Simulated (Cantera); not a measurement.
Feed: 1 mol PbO, 0.065 mol O2, 1.6 mol H2, equilibrated at 1573.15 K and 10.0 mbar.

Cantera equilibrium calculation (NASA polynomials, part measured and part estimated; ideal gas, pure solids and liquids). Candidate condensed phases: H2O, Pb, PbO, PbO2, Pb3O4; 12 gas species. Kinetics and transport are ignored.

Base state: H2O 0.434, Pb 0.384, H2 0.181, PbO 0.000558, H 0.000173, Pb2 2.00e-5, OH 1.50e-5 (mole fractions); condensed: gas only.

Problem. What changes in the equilibrium state with this change: temperature from 1573.15 K to 823 K?

Solution. 
```tsv
species	before	after
H2O	0.434	0.706
H2	0.181	0.294
Pb	0.384	1.34e-5
PbO	0.000558	<1e-9
H	0.000173	<1e-9
Pb(l), mol	0	1.000
```
